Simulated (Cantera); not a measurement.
Cantera run:

```python
import numpy as np
import cantera as ct

gas_names = """
    N2O NO2 N2 O3 NO
""".split()
cond_names = """

""".split()


def load(file, names, dense=False):
    # The tables refer to 1 bar. Condensed volumes are neglected.
    table = {s.name: s for s in ct.Species.list_from_file(file)}
    out = []
    for n in names:
        d = dict(table[n].input_data)
        d["thermo"] = dict(d["thermo"], **{"reference-pressure": 1e5})
        if dense:
            d["equation-of-state"] = {"model": "constant-volume", "density": "1e6 g/cm^3"}
        out.append(ct.Species.from_dict(d))
    return out


species = {s.name: s for s in load("nasa_gas.yaml", gas_names) + load("nasa_condensed.yaml", cond_names)}
# Each term lists the table entries of one substance; the one whose range holds T is used.
reactions = {
    '4 N2O(g) = 2 NO2(g) + 3 N2(g)':
        [(-4, ['N2O']), (2, ['NO2']), (3, ['N2'])],
    'O3(g) + 3 N2O(g) = 6 NO(g)':
        [(-1, ['O3']), (-3, ['N2O']), (6, ['NO'])],
    '6 NO2(g) = 3 N2(g) + 4 O3(g)':
        [(-6, ['NO2']), (3, ['N2']), (4, ['O3'])],
}


def pick(names, T):
    return next(species[n] for n in names if species[n].thermo.min_temp <= T <= species[n].thermo.max_temp)


results = []
for label, terms in reactions.items():
    print(label)
    print("     T/K   dH/kJ  dS/(J/K)   dG/kJ   log10 K")
    for T in [2698, 2748, 2798, 2848, 2898]:
        used = [(nu, pick(names, T)) for nu, names in terms]
        dH = sum(nu * s.thermo.h(T) for nu, s in used) / 1e6
        dS = sum(nu * s.thermo.s(T) for nu, s in used) / 1e3
        dG = dH - T * dS / 1e3
        logK = -dG * 1e6 / (ct.gas_constant * T * np.log(10))
        results.append((label, T, dH, dS, dG, logK, [s.name for _, s in used]))
        print(f"{T:8g} {dH:8.1f} {dS:8.1f} {dG:8.1f} {logK:8.2f}")
```

Output:

```
4 N2O(g) = 2 NO2(g) + 3 N2(g)
     T/K   dH/kJ  dS/(J/K)   dG/kJ   log10 K
    2698   -298.4    146.6   -693.9    13.43
    2748   -299.4    146.2   -701.2    13.33
    2798   -300.4    145.9   -708.5    13.23
    2848   -301.4    145.5   -715.8    13.13
    2898   -302.4    145.2   -723.0    13.03
O3(g) + 3 N2O(g) = 6 NO(g)
     T/K   dH/kJ  dS/(J/K)   dG/kJ   log10 K
    2698    105.8    335.6   -799.6    15.48
    2748    103.3    334.7   -816.3    15.52
    2798    100.8    333.8   -833.0    15.55
    2848     98.3    332.9   -849.7    15.58
    2898     95.7    332.0   -866.3    15.61
6 NO2(g) = 3 N2(g) + 4 O3(g)
     T/K   dH/kJ  dS/(J/K)   dG/kJ   log10 K
    2698    420.5    129.0     72.3    -1.40
    2748    424.9    130.6     65.9    -1.25
    2798    429.4    132.3     59.3    -1.11
    2848    434.2    134.0     52.6    -0.97
    2898    439.0    135.7     45.9    -0.83
```

Cantera with NASA thermochemical tables; ideal gases at 1 bar, condensed phases pure. Condensed species are held in their standard states even where they would react or evaporate.
